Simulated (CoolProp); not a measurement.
Octamethyltrisiloxane (MDM) along the isobar 0.361 MPa: Z from the reference equation and from simpler models built on Tc = 565.4 K, pc = 1.438 MPa, ω = 0.528; each cubic takes its own stable root.

The numbers come from the reference Helmholtz-energy equation of state, Thol 2017 in CoolProp.

```
T (K)   phase  reference
-----  ------  ---------
451    liquid    0.03542
458.6  liquid    0.03543
466.2  liquid    0.03548
473.7  liquid    0.03558
488.9     gas     0.8261
496.5     gas     0.8385
504.1     gas     0.8497
511.6     gas     0.8596
519.2     gas     0.8687
526.8     gas     0.8771
534.4     gas     0.8847
542       gas     0.8916
549.5     gas     0.8980
557.1     gas     0.9039
564.7     gas     0.9094
```

Q: How far does each simpler model (van der Waals, Redlich-Kwong, Peng-Robinson) lie from the reference over these 15 states: mean and median of the absolute difference, and the worst?

A: 
- van der Waals: mean 624.3 %, median 4.2 %, worst +2350.3 % at 473.7 K and 0.361 MPa
- Redlich-Kwong: mean 449.8 %, median 1.8 %, worst +2257.5 % at 473.7 K and 0.361 MPa
- Peng-Robinson: mean 1.3 %, median 1.1 %, worst -2.7 % at 451 K and 0.361 MPa

At some of these states van der Waals, Redlich-Kwong gives the other phase, because its saturation line lies elsewhere.
